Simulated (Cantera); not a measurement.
Cantera run, input and output.

```python
import numpy as np
import cantera as ct

gas = ct.Solution("h2o2.yaml")
gas.TPX = 500, 470000, {'H2': 1, 'O2': 0.758, 'N2': 2.85}
flame = ct.FreeFlame(gas, width=0.014)
flame.set_refine_criteria(ratio=3, slope=0.08, curve=0.16)
flame.transport_model = "mixture-averaged"
flame.solve(loglevel=0, auto=True)
z, T = flame.grid, flame.T
thick = (T[-1] - T[0]) / np.gradient(T, z).max()
show = ['H2', 'O2', 'H2O2', 'HO2', 'H2O', 'O']
print(f"laminar burning velocity  {flame.velocity[0] * 100:.3f} cm/s")
print(f"burnt temperature         {T[-1]:.1f} K")
print(f"thermal thickness         {thick * 1e3:.4f} mm")
print(f"grid points               {len(z)}")
z0 = z[flame.heat_release_rate.argmax()]
print(f"{'z/mm':>9s}{'T/K':>9s}{'u/(m/s)':>9s}" + "".join(f"{s:>11s}" for s in show))
rows = []
for k in (-3, -2, -1.5, -1, -0.5, -0.25, 0, 0.25, 0.5, 1, 2, 4, 8):
    zz = z0 + k * thick
    rows.append([k * thick, np.interp(zz, z, T), np.interp(zz, z, flame.velocity),
                 *(np.interp(zz, z, flame.X[gas.species_index(s)]) for s in show)])
    print(f"{rows[-1][0] * 1e3:9.3f}{rows[-1][1]:9.1f}{rows[-1][2]:9.3f}" + "".join(f"{x:11.3e}" for x in rows[-1][3:]))
```

It prints:

```
laminar burning velocity  197.406 cm/s
burnt temperature         2069.1 K
thermal thickness         0.0652 mm
grid points               109
     z/mm      T/K  u/(m/s)         H2         O2       H2O2        HO2        H2O          O
   -0.196    500.0    1.973  2.164e-01  1.646e-01  2.561e-09  1.165e-08  1.158e-06  3.732e-11
   -0.130    500.5    1.969  2.142e-01  1.651e-01  5.305e-08  2.356e-07  1.824e-05  1.383e-09
   -0.098    502.6    1.967  2.093e-01  1.661e-01  5.428e-07  2.377e-06  1.456e-04  1.453e-08
   -0.065    514.5    1.984  1.960e-01  1.685e-01  5.031e-06  2.245e-05  1.090e-03  1.423e-07
   -0.033    658.5    2.432  1.500e-01  1.703e-01  8.718e-05  5.631e-04  1.805e-02  1.244e-05
   -0.016    969.6    3.495  1.063e-01  1.553e-01  1.239e-04  7.131e-04  6.151e-02  2.917e-04
    0.000   1344.0    4.788  6.024e-02  1.234e-01  3.164e-05  3.862e-04  1.258e-01  2.024e-03
    0.016   1606.4    5.707  2.846e-02  9.313e-02  5.823e-06  2.125e-04  1.764e-01  4.269e-03
    0.033   1756.8    6.231  1.447e-02  7.769e-02  3.441e-06  1.303e-04  2.009e-01  4.965e-03
    0.065   1901.4    6.722  6.594e-03  6.919e-02  1.988e-06  6.551e-05  2.174e-01  3.810e-03
    0.130   1999.1    7.041  2.961e-03  6.708e-02  1.127e-06  2.754e-05  2.265e-01  1.801e-03
    0.261   2046.3    7.190  1.069e-03  6.692e-02  6.225e-07  1.038e-05  2.315e-01  6.498e-04
    0.522   2063.8    7.244  3.793e-04  6.717e-02  3.794e-07  4.838e-06  2.336e-01  2.415e-04
```

Cantera simulation using the H2/O2 subset of GRI-Mech 3.0, which has no nitrogen chemistry; the numbers are that mechanism's predictions, not measurements. The hydrogen kinetics of GRI-Mech 3.0 are dated; newer H2 mechanisms differ, most at raised pressure. Burning velocities carry a grid error of a few per cent, more on coarse grids. Lean hydrogen flames are cellular in practice and burn faster than this planar one.
